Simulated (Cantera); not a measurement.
## Equilibrium for sublimation and decomposition of ceramics: Al₂O₃ + H₂ + NH₃

A closed system holds: 1 mol Al₂O₃, 0.2 mol H₂, 0.027 mol NH₃, equilibrated at 1.00 bar.

Method: chemical equilibrium by Gibbs-energy minimisation in Cantera with the NASA 1993 tables (ideal gas, pure condensed phases). Candidate condensed phases: Al, AlN, Al₂O₃, H₂O; 35 gas species. The tables' values for AlOH are old estimates; treat these amounts as uncertain. Gases not in the tables: Al(OH)₃. The numbers say what is thermodynamically allowed, not how fast it happens.

| T (°C) | x H₂ | x H | x N₂ | x H₂O | x Al | x Al₂O | n Al₂O₃(l) |
|---|---|---|---|---|---|---|---|
| 2102 | 0.931 | 0.0136 | 0.0527 | 0.00187 | 0.000570 | 0.000418 | 1.000 |
| 2152 | 0.926 | 0.0172 | 0.0526 | 0.00250 | 0.000762 | 0.000563 | 1.000 |
| 2202 | 0.921 | 0.0216 | 0.0525 | 0.00329 | 0.00100 | 0.000747 | 1.000 |
| 2252 | 0.914 | 0.0268 | 0.0523 | 0.00427 | 0.00131 | 0.000978 | 1.000 |
| 2302 | 0.906 | 0.0330 | 0.0521 | 0.00548 | 0.00169 | 0.00126 | 0.999 |
| 2352 | 0.896 | 0.0402 | 0.0519 | 0.00696 | 0.00215 | 0.00161 | 0.999 |
| 2402 | 0.885 | 0.0486 | 0.0516 | 0.00872 | 0.00271 | 0.00202 | 0.999 |
| 2452 | 0.872 | 0.0583 | 0.0512 | 0.0108 | 0.00338 | 0.00252 | 0.999 |
| 2502 | 0.857 | 0.0693 | 0.0509 | 0.0133 | 0.00417 | 0.00310 | 0.998 |
| 2552 | 0.840 | 0.0818 | 0.0504 | 0.0161 | 0.00511 | 0.00377 | 0.998 |
| 2602 | 0.821 | 0.0959 | 0.0499 | 0.0193 | 0.00620 | 0.00454 | 0.998 |
| 2652 | 0.799 | 0.111 | 0.0493 | 0.0229 | 0.00747 | 0.00541 | 0.997 |
x: gas mole fraction; n: condensed amount in mol.

From 2102 °C to 2652 °C the condensed part is Al₂O₃(l).
